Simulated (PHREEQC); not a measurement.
Solution (20 °C): 0.3 mol/kgw H2SO4, 0.14 mol/kgw CaCl2 and 0.0049 mol/kgw CuCl2. Closed to the air; pH follows from the charge balance.

Computed with PHREEQC (ion-association model, wateq4f.dat).

| quantity | before | after |
|---|---|---|
| pH | 0.58 | 0.84 |
| ionic strength (mol/kgw) | 0.672 | 0.361 |
| SO4-2 (mol/kgw) | 0.0314 | 0.0233 |
| CuSO4 (mol/kgw) | 0.000807 | 0.000497 |
| SI of Chalcanthite (CuSO4:5H2O) | -2.70 | -2.92 |
| SI of Tenorite (CuO) | -9.75 | -9.43 |

Task: What was changed between the two runs?
A) temperature from 20 to 35 °C
B) CuCl2 from 0.0049 to 0.00735 mol/kgw
C) diluted 2-fold with water
D) CaCl2 left out
E) diluted 5-fold with water

Result: C, diluted 2-fold with water

This is a speciation only: nothing precipitates in the calculation. Some of these states are supersaturated (in Gypsum, for instance).
